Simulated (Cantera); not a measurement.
Mixture: CH4 : H2 : O2 : N2 = 1 : 0.038 : 2.97 : 19.3 (molar parts), at 9.77 atm, adiabatic and at constant pressure. Ignition delay is the time to a rise of 400 K.

Computed with Cantera and GRI-Mech 3.0 (53 species, 325 reactions).

### Question
Predict: delay at 1175 K; delay at 1275 K; delay at 1375 K; delay at 1475 K; delay at 1575 K; apparent activation energy between 1475 and 1575 K.

### Answer
```json
{
  "delay at 1175 K": "5.39 ms",
  "delay at 1275 K": "1.94 ms",
  "delay at 1375 K": "0.725 ms",
  "delay at 1475 K": "0.283 ms",
  "delay at 1575 K": "0.117 ms",
  "apparent activation energy between 1475 and 1575 K": "170 kJ/mol"
}
```
